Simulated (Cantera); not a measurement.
An adiabatic, constant-pressure homogeneous reactor starts with CH₄ : CO : O₂ : N₂ = 1 : 0.72 : 4.29 : 16.1 (molar parts), equivalence ratio 0.55, at 1500 K and 3.30 bar. Integrator tolerance rtol = 1e-08.

Model: GRI-Mech 3.0 (53 species, 325 reactions), integrated in Cantera.

### Question
What does this change do: initial temperature 1500 to 1600 K?

### Answer
```
quantity                                                            before                                    after
---------------------------------  ---------------------------------------  ---------------------------------------
time of steepest temperature rise                                 0.358 ms                                 0.148 ms
temperature at 0.100 s                                              2532 K                                   2593 K
equilibrium temperature                                             2532 K                                   2593 K
x(CH₄) at 0.100 s                    <1e-12 (gas-phase equilibrium <1e-12)    <1e-12 (gas-phase equilibrium <1e-12)
x(CO) at 0.100 s                   0.00612 (gas-phase equilibrium 0.00612)  0.00810 (gas-phase equilibrium 0.00810)
x(O₂) at 0.100 s                     0.0810 (gas-phase equilibrium 0.0810)    0.0805 (gas-phase equilibrium 0.0805)
x(H₂O₂) at 0.100 s                 3.33e-7 (gas-phase equilibrium 3.33e-7)  3.70e-7 (gas-phase equilibrium 3.70e-7)
x(HO₂) at 0.100 s                  9.46e-6 (gas-phase equilibrium 9.46e-6)  1.08e-5 (gas-phase equilibrium 1.08e-5)
x(C₂H₄) at 0.100 s                   <1e-12 (gas-phase equilibrium <1e-12)    <1e-12 (gas-phase equilibrium <1e-12)
```

### Question
What does this change do: pressure from 3.30 bar to 1.00 bar?

### Answer
| quantity | before | after |
|---|---|---|
| time of steepest temperature rise | 0.358 ms | 0.892 ms |
| temperature at 0.100 s | 2532 K | 2493 K |
| equilibrium temperature | 2532 K | 2493 K |
| x(CH₄) at 0.100 s | <1e-12 (gas-phase equilibrium <1e-12) | <1e-12 (gas-phase equilibrium <1e-12) |
| x(CO) at 0.100 s | 0.00612 (gas-phase equilibrium 0.00612) | 0.00868 (gas-phase equilibrium 0.00868) |
| x(O₂) at 0.100 s | 0.0810 (gas-phase equilibrium 0.0810) | 0.0818 (gas-phase equilibrium 0.0818) |
| x(H₂O₂) at 0.100 s | 3.33e-7 (gas-phase equilibrium 3.33e-7) | 1.66e-7 (gas-phase equilibrium 1.66e-7) |
| x(HO₂) at 0.100 s | 9.46e-6 (gas-phase equilibrium 9.46e-6) | 6.33e-6 (gas-phase equilibrium 6.33e-6) |
| x(C₂H₄) at 0.100 s | <1e-12 (gas-phase equilibrium <1e-12) | <1e-12 (gas-phase equilibrium <1e-12) |

### Question
What does this change do: initial temperature 1500 to 1525 K?

### Answer
```csv
quantity,before,after
time of steepest temperature rise,0.358 ms,0.283 ms
temperature at 0.100 s,2532 K,2547 K
equilibrium temperature,2532 K,2547 K
x(CH₄) at 0.100 s,<1e-12 (gas-phase equilibrium <1e-12),<1e-12 (gas-phase equilibrium <1e-12)
x(CO) at 0.100 s,0.00612 (gas-phase equilibrium 0.00612),0.00659 (gas-phase equilibrium 0.00659)
x(O₂) at 0.100 s,0.0810 (gas-phase equilibrium 0.0810),0.0809 (gas-phase equilibrium 0.0809)
x(H₂O₂) at 0.100 s,3.33e-7 (gas-phase equilibrium 3.33e-7),3.43e-7 (gas-phase equilibrium 3.43e-7)
x(HO₂) at 0.100 s,9.46e-6 (gas-phase equilibrium 9.46e-6),9.80e-6 (gas-phase equilibrium 9.80e-6)
x(C₂H₄) at 0.100 s,<1e-12 (gas-phase equilibrium <1e-12),<1e-12 (gas-phase equilibrium <1e-12)
```
